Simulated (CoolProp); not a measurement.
1,2-dichloroethane at several states: density (kg/m³) from the reference equation and from simpler models built on Tc = 288.4 °C, pc = 5.226 MPa, ω = 0.269; each cubic takes its own stable root.

Model: reference Helmholtz-energy equation of state, Thol 2015, in CoolProp.

```tsv
T (°C)	p (MPa)	phase	reference	van der Waals	Soave-Redlich-Kwong
144.65	8.7	liquid	1072	___	___
64.05	0.342	liquid	___	12.94	1038
84.25	0.0401	gas	1.351	1.344	1.349
171.65	0.141	gas	3.851	3.827	3.848
135.05	1.59	liquid	1072	619.1	___
```

Task: Fill in the missing entries.

Result: 
- 144.65, van der Waals: 646.0
- 144.65, Soave-Redlich-Kwong: 942.8
- 64.05, reference: 1188
- 135.05, Soave-Redlich-Kwong: 934.6

At some of these states van der Waals gives the other phase, because its saturation line lies elsewhere.
